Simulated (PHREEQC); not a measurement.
A solution holds 0.0038 mol HBr, 0.00017 mol ZnSO4 and 0.0015 mol MgCl2 per kg of water, at 20 °C. Closed to the air; pH follows from the charge balance.

Computed with PHREEQC (ion-association model, phreeqc.dat).

```tsv
quantity	before	after
pH	2.46	2.48
SO4-2 (mol/kgw)	0.000122	0.000102
HSO4- (mol/kgw)	2.79e-5	1.89e-5
MgSO4 (mol/kgw)	1.76e-5	4.78e-5
ZnSO4 (mol/kgw)	2.15e-6	1.14e-6
ZnCl+ (mol/kgw)	7.36e-7	2.93e-6
```

**Question.** Which change was made?
(A) diluted 100-fold with water
(B) HBr from 0.0038 to 0.00342 mol/kgw
(C) HBr from 0.0038 to 0.0057 mol/kgw
(D) HBr left out
(E) MgCl2 from 0.0015 to 0.0075 mol/kgw

**Answer.** E, MgCl2 from 0.0015 to 0.0075 mol/kgw

This is a speciation only: nothing precipitates in the calculation.
